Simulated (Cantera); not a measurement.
Input: 1 mol Si, 7.5 mol H₂O, 12 mol H₂, equilibrated at 15.0 mbar.

Equilibrium computed with Cantera from the NASA thermochemical tables; the gas is ideal and each condensed phase is pure. Candidate condensed phases: H₂O, Si, SiO₂; 18 gas species. The tables hold silica as quartz up to 1696 K and as liquid above; real silica turns to tridymite and cristobalite and melts near 1996 K. The numbers say what is thermodynamically allowed, not how fast it happens.

Q: At 1400 K, list the 3 most abundant gas species with their mole fractions, and the condensed phases.

A: H₂ 0.718, H₂O 0.282, H 3.37e-5. Condensed: SiO₂(β-quartz).
